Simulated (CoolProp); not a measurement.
Vapour-liquid equilibrium of carbon dioxide (1) + isobutane (2) at -35.55 °C; x and y are mole fractions of (1).

Computed with CoolProp (multi-fluid Helmholtz-energy mixture model, Span 1996 and Bücker 2006; pair parameters Kunz 2012).

```json
[
 {"x": "0.05", "bubble pressure, mixture model (bar)": "1.361", "bubble pressure, Raoult's law (bar)": "0.9300", "y, mixture model": "0.740", "y, Raoult's law": "0.634"},
 {"x": "0.125", "bubble pressure, mixture model (bar)": "…", "bubble pressure, Raoult's law (bar)": "1.788", "y, mixture model": "0.880", "y, Raoult's law": "0.825"},
 {"x": "0.2", "bubble pressure, mixture model (bar)": "4.271", "bubble pressure, Raoult's law (bar)": "2.645", "y, mixture model": "…", "y, Raoult's law": "0.892"},
 {"x": "0.275", "bubble pressure, mixture model (bar)": "…", "bubble pressure, Raoult's law (bar)": "3.503", "y, mixture model": "0.942", "y, Raoult's law": "0.926"},
 {"x": "0.35", "bubble pressure, mixture model (bar)": "6.520", "bubble pressure, Raoult's law (bar)": "4.361", "y, mixture model": "0.953", "y, Raoult's law": "0.947"},
 {"x": "0.425", "bubble pressure, mixture model (bar)": "7.343", "bubble pressure, Raoult's law (bar)": "5.218", "y, mixture model": "0.960", "y, Raoult's law": "0.961"},
 {"x": "0.5", "bubble pressure, mixture model (bar)": "8.002", "bubble pressure, Raoult's law (bar)": "6.076", "y, mixture model": "0.965", "y, Raoult's law": "0.971"},
 {"x": "0.575", "bubble pressure, mixture model (bar)": "8.547", "bubble pressure, Raoult's law (bar)": "6.933", "y, mixture model": "0.969", "y, Raoult's law": "0.978"},
 {"x": "0.65", "bubble pressure, mixture model (bar)": "9.028", "bubble pressure, Raoult's law (bar)": "7.791", "y, mixture model": "0.972", "y, Raoult's law": "0.984"},
 {"x": "0.725", "bubble pressure, mixture model (bar)": "9.494", "bubble pressure, Raoult's law (bar)": "8.649", "y, mixture model": "0.976", "y, Raoult's law": "0.989"},
 {"x": "0.8", "bubble pressure, mixture model (bar)": "…", "bubble pressure, Raoult's law (bar)": "9.506", "y, mixture model": "0.980", "y, Raoult's law": "0.992"},
 {"x": "0.875", "bubble pressure, mixture model (bar)": "10.56", "bubble pressure, Raoult's law (bar)": "10.36", "y, mixture model": "0.985", "y, Raoult's law": "0.996"},
 {"x": "0.95", "bubble pressure, mixture model (bar)": "11.24", "bubble pressure, Raoult's law (bar)": "11.22", "y, mixture model": "0.993", "y, Raoult's law": "0.998"}
]
```

**Question.** Some entries are withheld; supply them.

**Answer.** 
- 0.125, bubble pressure, mixture model (bar): 2.867
- 0.2, y, mixture model: 0.922
- 0.275, bubble pressure, mixture model (bar): 5.499
- 0.8, bubble pressure, mixture model (bar): 9.990

The largest gap from Raoult's law is +61.5 % in bubble pressure, at x = 0.2. No azeotrope shows between x = 0.05 and 0.95.

Pair parameters are fitted to limited data, so mixtures are less certain than the pure fluids. With so large a gap from Raoult's law the liquid may split in two, which this calculation doesn't test in full.
